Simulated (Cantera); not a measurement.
## Thermodynamics of roasting and sulfation, feed MgO + SO₃ + O₂ + H₂

Input: 1 mol MgO, 0.1 mol SO₃, 0.11 mol O₂, 1 mol H₂, equilibrated at 0.100 bar.

These are equilibrium values from Cantera (NASA tables, ideal gas, pure condensed phases), not measurements of a reactor. Candidate condensed phases: H₂O, H₂SO₄, Mg, MgO, Mg(OH)₂, MgS, MgSO₄, S; 26 gas species. Gases not in the tables: S₃ to S₇. Equilibrium is a limit: real reactors are often held back by kinetics, nucleation or transport.

```csv
T (°C),log p H₂O,log p H₂,log p H₂S,log p S₂,log p SO₂,n MgO(s)
552,-1.28,-1.42,-2.00,-7.41,-9.95,1.00
627,-1.28,-1.42,-2.00,-6.47,-8.78,1.00
702,-1.28,-1.42,-2.00,-5.67,-7.78,1.00
777,-1.28,-1.42,-2.00,-4.98,-6.93,1.00
852,-1.28,-1.42,-2.00,-4.39,-6.19,1.00
927,-1.28,-1.42,-2.01,-3.89,-5.55,1.00
1002,-1.29,-1.41,-2.03,-3.47,-5.00,1.00
1077,-1.29,-1.41,-2.07,-3.16,-4.55,1.00
1152,-1.29,-1.40,-2.13,-2.93,-4.18,1.00
1227,-1.29,-1.39,-2.21,-2.77,-3.87,1.00
1302,-1.30,-1.37,-2.30,-2.67,-3.62,1.00
```
log p: log10 of the partial pressure in bar; n: condensed amount in mol.

From 552 °C to 1302 °C the condensed part is MgO(s).
